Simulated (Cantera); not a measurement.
Cantera run:

```python
import numpy as np
import cantera as ct

gas_names = """
    CL CL2 H HCL H2 Si SiCL SiCL2 SiCL3 SiCL4 SiH SiHCL3 SiH2 SiH2CL2 SiH3 SiH3CL SiH4 Si2 Si3
""".split()
cond_names = """
    Si(cr) Si(L)
""".split()


# ... load() reads the species with a 1 bar reference pressure and builds the phases ...
atoms = {
    'SiH2Cl2': {'Si': 1, 'H': 2, 'CL': 2},
    'HCl': {'H': 1, 'CL': 1},
    'H2': {'H': 2},
}
top_T = {}  # K; cautious upper limits of use, not melting points


# ... equilibrate(T, P, feed) seeds the gas with the atoms and calls Mixture.equilibrate('TP', solver="vcs", rtol=1e-11, max_steps=5000) ...
results = []
feed = {'SiH2Cl2': 1, 'HCl': 1.7, 'H2': 680}  # mol
P = 120000  # Pa
for T in [923, 998, 1073, 1148, 1223, 1298, 1373, 1448, 1523, 1598, 1673, 1748, 1823]:
    mix = equilibrate(T, P, feed)
    results.append((T, P, feed, dict(zip(mix.species_names, mix.species_moles))))

top = {s: max(r[3][s] / sum(r[3][g] for g in gas_names) for r in results) for s in gas_names}
cols = sorted((s for s in top if top[s] > 1e-05), key=lambda s: -top[s])[:5]
seen = [c for c in cond_names if any(r[3].get(c, 0) > 1e-12 for r in results)]
print("log10 of partial pressures in bar; condensed amounts in mol")
print(f"{'T/K':>10s}" + "".join(f"{s[:9]:>10s}" for s in cols + seen))
for T, P, feed, n in results:
    ng = sum(n[g] for g in gas_names)
    print(f"{T:10.4g}" + "".join(f"{np.log10(max(n[s] / ng * P / 1e5, 1e-99)):10.3f}" for s in cols)
          + "".join(f"{n.get(c, 0):10.4g}" for c in seen))
```

Output:

```
log10 of partial pressures in bar; condensed amounts in mol
       T/K        H2       HCL    SiHCL3         H     SiCL4    Si(cr)     Si(L)
       923     0.078    -2.796    -3.014    -9.573    -3.440   0.08386         0
       998     0.078    -2.538    -3.152    -8.628    -3.609    0.3127         0
      1073     0.077    -2.359    -3.397    -7.815    -3.921    0.5781         0
      1148     0.077    -2.260    -3.778    -7.106    -4.418     0.784         0
      1223     0.077    -2.221    -4.254    -6.483    -5.041    0.8836         0
      1298     0.077    -2.208    -4.740    -5.932    -5.680    0.9189         0
      1373     0.077    -2.204    -5.194    -5.439    -6.276    0.9299         0
      1448     0.077    -2.203    -5.607    -4.997    -6.819    0.9323         0
      1523     0.077    -2.203    -5.981    -4.598    -7.312     0.931         0
      1598     0.077    -2.204    -6.321    -4.235    -7.758    0.9274         0
      1673     0.077    -2.204    -6.630    -3.905    -8.165    0.9206         0
      1748     0.077    -2.203    -6.958    -3.603    -8.580         0    0.9181
      1823     0.077    -2.202    -7.273    -3.325    -8.974         0    0.9107
```

Cantera equilibrium calculation (NASA polynomials, part measured and part estimated; ideal gas, pure solids and liquids). The tables' values for SiCl3 are old estimates; treat these amounts as uncertain. Gases not in the tables: Si2H6 and higher silanes.
